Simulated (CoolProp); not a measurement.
Saturation properties of propylene (Tc = 91.1 °C, pc = 4.555 MPa, ω = 0.146).

Computed with CoolProp (reference Helmholtz-energy equation of state, Lemmon 2013).

```
T (°C)  p (MPa)  liquid density (kg/m³)  surface tension (mN/m)  liquid viscosity (µPa s)
------  -------  ----------------------  ----------------------  ------------------------
-48.75      ___                   611.5                    16.9                       198
-45.95   0.1092                   608.0                    16.5                       192
-43.25   0.1231                   604.6                    16.1                       186
-40.45   0.1388                   601.1                    15.7                       181
-37.75   0.1554                   597.7                    15.4                       176
-34.95   0.1742                   594.1                    15.0                       170
-32.15   0.1947                   590.5                    14.6                       165
-29.45   0.2161                   587.0                    14.2                       161
-26.65   0.2402                   583.3                    13.8                       156
-23.95      ___                   579.7                    13.4                       152
-21.15   0.2935                   575.9                    13.0                       ___
-18.45      ___                   572.3                    12.7                       144
-15.65   0.3551                   568.4                    12.3                       140
-12.85      ___                   564.6                    11.9                       136
-10.15   0.4261                   560.8                    11.5                       133
```

Question: Fill in the missing entries.

Answer: 
- -48.75, p (MPa): 0.09622
- -23.95, p (MPa): 0.2653
- -21.15, liquid viscosity (µPa s): 148
- -18.45, p (MPa): 0.3226
- -12.85, p (MPa): 0.3900

It boils at -47.6 °C under 1 atm.

Viscosity comes from a separate model (Huber 2003), an estimate that may be off by 10 % or more. Surface tension comes from a separate correlation (Mulero 2012).
